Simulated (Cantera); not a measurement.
Charge: 1 mol Al, 1.9 mol Cl2, at 625 K.

Method: chemical equilibrium by Gibbs-energy minimisation in Cantera with the NASA 1993 tables (ideal gas, pure condensed phases). Candidate condensed phases: Al, AlCl3; 8 gas species. Kinetics and transport are ignored.

x: gas mole fraction; nothing condenses.

```tsv
P (Pa)	x AlCl3	x Al2Cl6	x Cl2	x Cl
1	0.711	0.00263	0.286	[?]
4.20	0.700	0.0107	0.289	[?]
18	0.662	0.0410	0.297	[?]
75	0.558	0.122	0.320	[?]
320	0.389	0.253	0.358	[?]
1300	0.235	0.373	0.392	[?]
5600	0.125	0.458	0.417	[?]
24000	0.0636	0.506	0.430	[?]
100000	0.0319	0.531	0.437	[?]
```

Question: Fill in the missing entries.

Answer: 
- 1, x Cl: 8.86e-6
- 4.20, x Cl: 4.34e-6
- 18, x Cl: 2.13e-6
- 75, x Cl: 1.08e-6
- 320, x Cl: 5.53e-7
- 1300, x Cl: 2.87e-7
- 5600, x Cl: 1.43e-7
- 24000, x Cl: 7.01e-8
- 100000, x Cl: 3.46e-8
